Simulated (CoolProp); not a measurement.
Computed with CoolProp (reference Helmholtz-energy equation of state, Span 1996).

For carbon dioxide, give the phase and the cp (kJ/(kg K)), cv (kJ/(kg K)), expansivity (1/kK), viscosity (µPa s) at 356 K and 28.4 bar; 356 K and 42.6 bar; 356 K and 113 bar.


- 356 K and 28.4 bar: gas; cp 1.03, cv 0.747, expansivity 3.73, viscosity 18.1
- 356 K and 42.6 bar: gas; cp 1.11, cv 0.766, expansivity 4.36, viscosity 18.5
- 356 K and 113 bar: supercritical; cp 2.05, cv 0.881, expansivity 10.9, viscosity 23.5

Viscosity comes from a separate model (Laesecke 2017).
